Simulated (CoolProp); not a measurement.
The fluid at 206.42 K and 8.88 MPa is throttled through a valve to 3.38 MPa with no heat exchange. The same conditions are run with several fluids, on thermodynamics alone (safety and materials aside).

Values from CoolProp's reference Helmholtz-energy equation of state of each fluid (ethylene: Smukala 2000; the fluoroketone C6F12O (FK-5-1-12): McLinden 2015; octamethyltrisiloxane (MDM): Thol 2017; hydrogen sulfide: Lemmon 2006; vinyl chloride: Thol 2022).

```json
[
 {"fluid": "ethylene", "temperature change (K)": "+1.6", "final density (kg/m³)": "513"},
 {"fluid": "the fluoroketone C6F12O (FK-5-1-12)", "temperature change (K)": "___", "final density (kg/m³)": "___"},
 {"fluid": "octamethyltrisiloxane (MDM)", "temperature change (K)": "___", "final density (kg/m³)": "___"},
 {"fluid": "hydrogen sulfide", "temperature change (K)": "___", "final density (kg/m³)": "___"},
 {"fluid": "vinyl chloride", "temperature change (K)": "___", "final density (kg/m³)": "___"}
]
```

### Question
Fill in the missing entries.

### Answer

- the fluoroketone C6F12O (FK-5-1-12), temperature change (K): +1.9
- the fluoroketone C6F12O (FK-5-1-12), final density (kg/m³): 1860
- octamethyltrisiloxane (MDM), temperature change (K): +2.9
- octamethyltrisiloxane (MDM), final density (kg/m³): 905
- hydrogen sulfide, temperature change (K): +1.8
- hydrogen sulfide, final density (kg/m³): 960
- vinyl chloride, temperature change (K): +2.3
- vinyl chloride, final density (kg/m³): 1060
